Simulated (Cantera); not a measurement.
Input: 1 mol Fe3O4, 1.9 mol CH4, 20 mol H2, equilibrated at 3600 Pa.

Method: chemical equilibrium by Gibbs-energy minimisation in Cantera with the NASA 1993 tables (ideal gas, pure condensed phases). Candidate condensed phases: C, C6H6, C7H8, C8H18, Fe, Fe(CO)5, FeO, Fe(OH)2, Fe(OH)3, Fe2O3, Fe3O4, H2O; 114 gas species. Rates play no part. All values below are at 1327 °C.

Base state: H2 0.846, H2O 0.0795, CO 0.0717, CO2 0.00224, H 0.000264, Fe 3.05e-5 (mole fractions); condensed: Fe(γ).

Problem. What changes in the equilibrium state with this change: CH4 from 1.9 to 1.1 mol?

Solution. 
```tsv
species	before	after
H2	0.846	0.830
H2O	0.0795	0.122
CO	0.0717	0.0450
Fe	3.05e-5	3.05e-5
CO2	0.00224	0.00220
H	0.000264	0.000261
Fe(γ), mol	3.00	3.00
```
